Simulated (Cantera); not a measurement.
A perfectly stirred reactor is fed with 4.54 % CH4, 13.8 % O2, 81.7 % N2, equivalence ratio 0.66, at 5.00 bar; it is adiabatic with a 575 K inlet, and is followed from long to short residence time, starting on the burning branch (τ in s: 0.023, 0.014, 0.0085, 0.0052, 0.0032, 0.0019, 0.0012, 0.00072, 0.00044, 0.00027, 0.00016, 0.0001, 6.1e-05).

Detailed kinetics in Cantera: GRI-Mech 3.0 (53 species, 325 reactions).

x: mole fraction; the columns are a selection and need not sum to one.

```tsv
τ (s)	T (K)	x CH4	x O2	x C2H6	x CO2	x C2H2	x NO	x CH2
0.023	1610	3.37e-5	0.0470	1.66e-8	0.0449	3.80e-8	2.79e-6	5.19e-8
0.014	1608	4.76e-5	0.0471	2.79e-8	0.0447	5.39e-8	2.78e-6	8.11e-8
0.0085	1605	6.78e-5	0.0472	4.70e-8	0.0444	7.54e-8	2.69e-6	1.26e-7
0.0052	1601	9.69e-5	0.0475	7.90e-8	0.0440	1.04e-7	2.51e-6	1.91e-7
0.0032	1594	…	0.0479	…	0.0433	…	…	…
0.0019	1584	0.000215	0.0485	2.58e-7	0.0422	2.05e-7	1.93e-6	4.32e-7
0.0012	1569	0.000332	0.0495	5.23e-7	0.0407	3.08e-7	1.55e-6	6.08e-7
0.00072	1523	0.000786	0.0528	2.80e-6	0.0358	8.88e-7	7.43e-7	7.84e-7
0.00044	575	0.0454	0.138	<1e-12	<1e-12	<1e-12	<1e-12	<1e-12
0.00027	575	0.0454	0.138	<1e-12	<1e-12	<1e-12	<1e-12	<1e-12
0.00016	575	0.0454	0.138	<1e-12	<1e-12	<1e-12	<1e-12	<1e-12
0.00010	575	0.0454	0.138	<1e-12	<1e-12	<1e-12	<1e-12	<1e-12
6.1e-5	575	0.0454	0.138	<1e-12	<1e-12	<1e-12	<1e-12	<1e-12
```

**Question.** What belongs in the gaps?

**Answer.** 
- 0.0032, x CH4: 0.000140
- 0.0032, x C2H6: 1.35e-7
- 0.0032, x C2H2: 1.42e-7
- 0.0032, x NO: 2.26e-6
- 0.0032, x CH2: 2.86e-7
